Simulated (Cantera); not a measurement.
What does this Cantera script print?

```python
import numpy as np
import cantera as ct

gas_names = """
    Mg MgN MgO MgS Mg2 N NO NO2 NO3 N2 N2O O O2 O3 S SN SO SO2 SO3 S2 S2O S8
""".split()
cond_names = """
    Mg(cr) Mg(L) MgO(s) MgO(L) MgS(s) MgSO4(s) MgSO4(L) S(cr1) S(cr2) S(L)
""".split()


def load(file, names, dense=False):
    # The tables refer to 1 bar. Condensed volumes are neglected.
    table = {s.name: s for s in ct.Species.list_from_file(file)}
    out = []
    for n in names:
        d = dict(table[n].input_data)
        d["thermo"] = dict(d["thermo"], **{"reference-pressure": 1e5})
        if dense:
            d["equation-of-state"] = {"model": "constant-volume", "density": "1e6 g/cm^3"}
        out.append(ct.Species.from_dict(d))
    return out


gas = ct.Solution(thermo="ideal-gas", species=load("nasa_gas.yaml", gas_names))
cond = {s.name: ct.Solution(thermo="fixed-stoichiometry", species=[s], name=s.name)
        for s in load("nasa_condensed.yaml", cond_names, dense=True)}
atoms = {
    'MgO': {'Mg': 1, 'O': 1},
    'SO3': {'S': 1, 'O': 3},
    'N2': {'N': 2},
}
top_T = {'MgS(s)': 2250}  # K; cautious upper limits of use, not melting points


def equilibrate(T, P, feed):
    n = {}
    for name, mol in feed.items():
        for a, k in atoms[name].items():
            n[a] = n.get(a, 0.0) + k * mol
    gas.TPX = T, P, n
    mass = sum(n.values()) * gas.mean_molecular_weight
    gas.equilibrate("TP")
    valid = [c for c in cond.values() if c.min_temp <= T <= top_T.get(c.name, c.max_temp)]
    mix = ct.Mixture([(gas, mass / gas.mean_molecular_weight)] + [(c, 0.0) for c in valid])
    mix.T, mix.P = T, P
    mix.equilibrate("TP", solver="vcs", rtol=1e-11, max_steps=5000)
    return mix


results = []
feed = {'MgO': 1, 'SO3': 0.58, 'N2': 20}  # mol
T = 1600  # K
P = 1333.22  # Pa
mix = equilibrate(T, P, feed)
results.append((T, P, feed, dict(zip(mix.species_names, mix.species_moles))))
x = sorted(zip(gas.X, gas.species_names), reverse=True)
print(f"T = {T:g} K  P = {P:g} Pa  gas = {mix.phase_moles(0):.4g} mol")
print("   x: " + "  ".join(f"{s} {v:.3e}" for v, s in x if v > 0.001))
print("   condensed (mol): " + ("  ".join(f"{mix.phase(i).name} {mix.phase_moles(i):.4g}"
      for i in range(1, mix.n_phases) if mix.phase_moles(i) > 1e-12) or "none"))
```

Result:

```
T = 1600 K  P = 1333.22 Pa  gas = 20.87 mol
   x: N2 9.580e-01  SO2 2.778e-02  O2 1.361e-02
   condensed (mol): MgO(s) 1
```

Cantera equilibrium calculation (NASA polynomials, part measured and part estimated; ideal gas, pure solids and liquids).
